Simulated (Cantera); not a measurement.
A closed system holds: 1 mol C2H5OH, 2.8 mol H2, 0.28 mol N2, at 5.30 bar.

Method: chemical equilibrium by Gibbs-energy minimisation in Cantera with the NASA 1993 tables (ideal gas, pure condensed phases). Candidate condensed phases: C, C6H6, C7H8, C8H18, H2O; 136 gas species. Equilibrium is a limit: real reactors are often held back by kinetics, nucleation or transport.

### Question
Which condensed phases are stable at each of these points (T (K)): 750, 850, 950, 1050, 1150, 1250, 1350, 1450, 1550, 1650, 1750, 1850, 1950?

### Answer
```csv
T (K),condensed phases,C condensed (%)
750,gas only,0.0
850,C(graphite),5.2
950,C(graphite),21.3
1050,C(graphite),31.0
1150,C(graphite),36.6
1250,C(graphite),41.3
1350,C(graphite),44.6
1450,C(graphite),46.5
1550,C(graphite),47.7
1650,C(graphite),48.3
1750,C(graphite),48.6
1850,C(graphite),48.6
1950,C(graphite),48.3
```

At 750 K nothing is condensed. From 850 K to 1950 K the condensed part is C(graphite).
